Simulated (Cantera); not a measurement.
**Diamond growth**

A diamond (100) surface in a fixed gas of H2 with x(CH4) = 0.0035, x(H) = 0.0016, at 1200 K, 128 Torr; coverages are run to steady state.

Model: the Harris–Goodwin 1993 mechanism for the reconstructed diamond (100) surface, integrated in Cantera.

```csv
x(CH3),growth (µm/h),θ c6HH,θ c6H*,θ c6*H,θ c6**,θ c6HM
1e-06,0.0570,0.454,0.0378,0.483,0.0255,4.35e-5
2.2e-06,0.125,0.454,0.0377,0.482,0.0255,9.58e-5
4.9e-06,0.279,0.454,0.0377,0.482,0.0255,0.000213
1.1e-05,0.626,0.454,0.0377,0.482,0.0254,0.000478
2.4e-05,1.36,0.453,0.0377,0.482,0.0254,0.00104
5.4e-05,3.06,0.453,0.0376,0.481,0.0252,0.00234
0.00012,6.73,0.450,0.0374,0.478,0.0249,0.00515
0.00027,14.8,0.446,0.0370,0.473,0.0241,0.0114
0.00059,31.1,0.437,0.0361,0.462,0.0227,0.0239
```
θ: site fractions in the mechanism's names (c6HH fully hydrogenated, c6H* and c6*H radical sites, c6** diradical, c6HM methylated).
